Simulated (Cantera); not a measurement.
A perfectly stirred reactor is fed with CO : H₂ : O₂ : N₂ = 1 : 0.17 : 1.22 : 4.58 (molar parts), equivalence ratio 0.48, at 46000 Pa; it is adiabatic with a 350 K inlet, and is followed from long to short residence time, starting on the burning branch (τ in s: 0.048, 0.026, 0.014, 0.0075, 0.004, 0.0022, 0.0012, 0.00062, 0.00033, 0.00018, 9.6e-05, 5.2e-05).

Detailed kinetics in Cantera: GRI-Mech 3.0 (53 species, 325 reactions).

Problem. What does this change do: N2 4.58 to 5.8 parts?

Solution. 
```tsv
quantity	before	after
blow-out, bracketed by the residence times tried	burning at 1.20 ms, out at 0.620 ms	burning at 4.00 ms, out at 2.20 ms
x(CO) at τ = 48.0 ms	0.00603	0.00460
x(H₂) at τ = 48.0 ms	0.000252	0.000196
x(O₂) at τ = 48.0 ms	0.101	0.0847
x(NO) at τ = 48.0 ms	3.13e-5	1.03e-5
x(H) at τ = 48.0 ms	0.000348	0.000280
x(CO) at τ = 1.20 ms	0.0502	0.122
x(H₂) at τ = 1.20 ms	0.00141	0.0208
x(O₂) at τ = 1.20 ms	0.119	0.149
x(NO) at τ = 1.20 ms	6.60e-6	<1e-12
x(H) at τ = 1.20 ms	0.00369	<1e-12
```

Problem. What does this change do: pressure from 46000 Pa to 38000 Pa?

Solution. 
| quantity | before | after |
|---|---|---|
| blow-out, bracketed by the residence times tried | burning at 1.20 ms, out at 0.620 ms | burning at 2.20 ms, out at 1.20 ms |
| x(CO) at τ = 48.0 ms | 0.00603 | 0.00718 |
| x(H₂) at τ = 48.0 ms | 0.000252 | 0.000309 |
| x(O₂) at τ = 48.0 ms | 0.101 | 0.101 |
| x(NO) at τ = 48.0 ms | 3.13e-5 | 2.93e-5 |
| x(H) at τ = 48.0 ms | 0.000348 | 0.000490 |
| x(CO) at τ = 1.20 ms | 0.0502 | 0.143 |
| x(H₂) at τ = 1.20 ms | 0.00141 | 0.0244 |
| x(O₂) at τ = 1.20 ms | 0.119 | 0.175 |
| x(NO) at τ = 1.20 ms | 6.60e-6 | <1e-12 |
| x(H) at τ = 1.20 ms | 0.00369 | <1e-12 |
